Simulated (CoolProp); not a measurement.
Aqueous ammonia as a coolant, 17 % by mass, freezing at -28.0 °C, 1 atm.

Model: Melinder's fits for secondary coolants, in CoolProp.

```json
[
 {"T (°C)": "-23.1", "density (kg/m³)": "946.2", "conductivity (W/(m K))": "0.418", "Prandtl number": "55.9", "viscosity (mPa s)": "5.48"},
 {"T (°C)": "-18.4", "density (kg/m³)": "945.3", "conductivity (W/(m K))": "0.427", "Prandtl number": "43.7", "viscosity (mPa s)": "4.38"},
 {"T (°C)": "-13.7", "density (kg/m³)": "944.3", "conductivity (W/(m K))": "0.435", "Prandtl number": "35.0", "viscosity (mPa s)": "3.58"},
 {"T (°C)": "-9.1", "density (kg/m³)": "943.1", "conductivity (W/(m K))": "0.443", "Prandtl number": "28.7", "viscosity (mPa s)": "2.99"},
 {"T (°C)": "-4.4", "density (kg/m³)": "941.8", "conductivity (W/(m K))": "0.451", "Prandtl number": "23.8", "viscosity (mPa s)": "2.53"},
 {"T (°C)": "0.3", "density (kg/m³)": "940.3", "conductivity (W/(m K))": "0.459", "Prandtl number": "20.0", "viscosity (mPa s)": "2.17"},
 {"T (°C)": "5", "density (kg/m³)": "938.7", "conductivity (W/(m K))": "0.467", "Prandtl number": "17.0", "viscosity (mPa s)": "1.88"},
 {"T (°C)": "9.7", "density (kg/m³)": "937.0", "conductivity (W/(m K))": "0.474", "Prandtl number": "14.6", "viscosity (mPa s)": "1.64"},
 {"T (°C)": "14.4", "density (kg/m³)": "935.1", "conductivity (W/(m K))": "0.482", "Prandtl number": "12.6", "viscosity (mPa s)": "1.44"},
 {"T (°C)": "19.1", "density (kg/m³)": "933.2", "conductivity (W/(m K))": "0.491", "Prandtl number": "10.9", "viscosity (mPa s)": "1.27"},
 {"T (°C)": "23.8", "density (kg/m³)": "931.1", "conductivity (W/(m K))": "0.499", "Prandtl number": "9.43", "viscosity (mPa s)": "1.12"},
 {"T (°C)": "28.4", "density (kg/m³)": "928.9", "conductivity (W/(m K))": "0.508", "Prandtl number": "8.17", "viscosity (mPa s)": "0.987"}
]
```
